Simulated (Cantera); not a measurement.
Input: 1 mol FeCl₃, a varied amount of H₂, held at 775 K and 1.33 mbar.

Method: chemical equilibrium by Gibbs-energy minimisation in Cantera with the NASA 1993 tables (ideal gas, pure condensed phases). Candidate condensed phases: Fe, FeCl₂, FeCl₃; 11 gas species. Rates play no part.

Question: What share of the Fe ends up in condensed phases as a function of n(H₂) (mol), at 1.4, 2.9, 4.3, 5.8, 7.3, 8.8, 10, 12?

Answer: 
```
n(H₂) (mol)  Fe condensed (%)                as
-----------  ----------------  ----------------
1.4                      93.6  Fe(α) + FeCl₂(s)
2.9                      86.8  Fe(α) + FeCl₂(s)
4.3                      88.6             Fe(α)
5.8                      92.3             Fe(α)
7.3                      94.2             Fe(α)
8.8                      95.3             Fe(α)
10                       96.0             Fe(α)
12                       96.7             Fe(α)
```
